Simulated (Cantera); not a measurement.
A Cantera script and its output.

```python
import numpy as np
import cantera as ct

gas = ct.Solution("gri30.yaml")
gas.TPX = 498, 1000000, {'CH4': 1, 'CO': 0.59, 'O2': 5.34, 'N2': 20.1}
inlet = ct.Reservoir(gas, clone=True)
gas.equilibrate("HP")  # start burning
reactor = ct.IdealGasConstPressureReactor(gas, energy="on", clone=False)
exhaust = ct.Reservoir(gas, clone=True)
tau = [0.067, 0.025, 0.0094, 0.0035, 0.0013, 0.0005, 0.00019, 7e-05, 2.6e-05, 9.8e-06][0]
for a, b in ((inlet, reactor), (reactor, exhaust)):
    ct.MassFlowController(a, b, mdot=lambda t: reactor.mass / tau)
net = ct.ReactorNet([reactor])
show = ['CH4', 'CO', 'O2', 'C2H4', 'O', 'CH2CO', 'HCO']

rows = []
print(f"{'tau/s':>10s}{'T/K':>9s}" + "".join(f"{s:>11s}" for s in show))
for tau in [0.067, 0.025, 0.0094, 0.0035, 0.0013, 0.0005, 0.00019, 7e-05, 2.6e-05, 9.8e-06]:
    net.initial_time = 0.0
    net.advance(30 * tau)
    before = gas.X
    net.advance(40 * tau)
    drift = np.max(np.abs(gas.X - before) / (gas.X + 1e-9))
    rows.append([gas.T, *gas[show].X, drift])
    print(f"{tau:10.3e}{gas.T:9.1f}" + "".join(f"{x:11.3e}" for x in gas[show].X))
```

It prints:

```
     tau/s      T/K        CH4         CO         O2       C2H4          O      CH2CO        HCO
 6.700e-02   1537.6  2.009e-05  3.194e-04  1.141e-01  6.126e-08  3.921e-06  3.552e-08  1.868e-09
 2.500e-02   1533.6  4.544e-05  7.421e-04  1.143e-01  2.481e-07  6.612e-06  1.478e-07  5.058e-09
 9.400e-03   1523.4  1.111e-04  1.846e-03  1.149e-01  1.030e-06  1.126e-05  6.372e-07  1.410e-08
 3.500e-03   1485.2  3.749e-04  5.912e-03  1.174e-01  5.817e-06  1.698e-05  3.782e-06  4.310e-08
 1.300e-03    498.0  3.700e-02  2.183e-02  1.976e-01 -6.793e-18  1.078e-19 -1.737e-18  1.346e-27
 5.000e-04    498.0  3.700e-02  2.183e-02  1.976e-01  3.321e-22  1.029e-19  8.491e-23  1.283e-27
 1.900e-04    498.0  3.700e-02  2.183e-02  1.976e-01  2.097e-23  9.180e-20  5.363e-24  1.141e-27
 7.000e-05    498.0  3.700e-02  2.183e-02  1.976e-01  1.325e-24  7.097e-20  3.388e-25  8.763e-28
 2.600e-05    498.0  3.700e-02  2.183e-02  1.976e-01  8.369e-26  4.457e-20  2.140e-26  5.406e-28
 9.800e-06    498.0  3.700e-02  2.183e-02  1.976e-01  5.286e-27  2.285e-20  1.352e-27  2.652e-28
```

Computed with Cantera and GRI-Mech 3.0 (53 species, 325 reactions).
